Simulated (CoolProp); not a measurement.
Carbon monoxide along the isobar 13.1 bar: density (kg/m³) from the reference equation and from simpler models built on Tc = 132.9 K, pc = 34.98 bar, ω = 0.050; each cubic takes its own stable root.

Computed with CoolProp (reference Helmholtz-energy equation of state, Lemmon 2006). It is a short technical equation, of lower accuracy than the large ones.

```
T (K)  phase  reference
-----  -----  ---------
119.6    gas      46.25
132.5    gas      38.69
145.4    gas      33.78
158.4    gas      30.16
171.3    gas      27.36
184.3    gas      25.08
197.2    gas      23.20
210.1    gas      21.61
223.1    gas      20.22
236      gas      19.03
249      gas      17.96
261.9    gas      17.02
```

How far does each simpler model (ideal gas, Redlich-Kwong, Soave-Redlich-Kwong, Peng-Robinson) lie from the reference over these 12 states: mean and median of the absolute difference, and the worst?


- ideal gas: mean 6.2 %, median 4.0 %, worst -20.2 % at 119.6 K and 13.1 bar
- Redlich-Kwong: mean 0.2 %, median 0.2 %, worst +0.3 % at 132.5 K and 13.1 bar
- Soave-Redlich-Kwong: mean 0.2 %, median 0.2 %, worst +0.3 % at 132.5 K and 13.1 bar
- Peng-Robinson: mean 1.0 %, median 0.8 %, worst +2.1 % at 119.6 K and 13.1 bar
